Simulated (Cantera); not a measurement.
Charge: 1 mol Ta(OEt)5, 0.062 mol O2, 120 mol H2, at 1075 K and 0.300 bar.

Cantera equilibrium calculation (NASA polynomials, part measured and part estimated; ideal gas, pure solids and liquids). Candidate condensed phases: C, C6H6, C7H8, C8H18, H2O, Ta, TaC, Ta2O5; 113 gas species. The feed counts by its element totals alone. Rates play no part.

Base state: H2 0.968, CO 0.0190, CH4 0.0127, H2O 0.000695, CO2 1.46e-5 (mole fractions); condensed: C(graphite) + Ta2O5(s).

Problem. What changes in the equilibrium state with this change: pressure from 0.300 bar to 0.000320 bar?

Solution. 
| species | before | after |
|---|---|---|
| H2 | 0.968 | 0.963 |
| CO | 0.0190 | 0.0372 |
| CH4 | 0.0127 | 1.34e-5 |
| H2O | 0.000695 | 1.45e-6 |
| CO2 | 1.46e-5 | 6.03e-8 |
| C(graphite), mol | 5.78 | 3.87 |
| Ta2O5(s), mol | 0.500 | 0 |
| TaC(s), mol | 0 | 1.00 |
TaC: taken at fixed stoichiometry. Condensed phases not in the tables: Ta2C.
